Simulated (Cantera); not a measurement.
Feed: 1 mol Al(CH₃)₃, 12 mol O₂, 12 mol N₂, at 923 K and 100000 Pa.

These are equilibrium values from Cantera (NASA tables, ideal gas, pure condensed phases), not measurements of a reactor. Candidate condensed phases: Al, AlN, Al₂O₃, C, C₆H₆, C₇H₈, C₈H₁₈, H₂O; 148 gas species. The feed counts by its element totals alone. Equilibrium is a limit: real reactors are often held back by kinetics, nucleation or transport.

Task: What is the equilibrium state?

Result: 
| Property | Result |
|---|---|
| x(N₂) | 0.471 |
| x(O₂) | 0.235 |
| x(H₂O) | 0.176 |
| x(CO₂) | 0.118 |
| x(NO) | 1.02e-5 |
| x(NO₂) | 1.05e-6 |
| n(Al₂O₃(s)) | 0.500 mol |
| gas amount | 25.50 mol |
| log10 activity of C(graphite) (absent) | -22.70 |
| log10 activity of Al(s) (absent) | -38.77 |
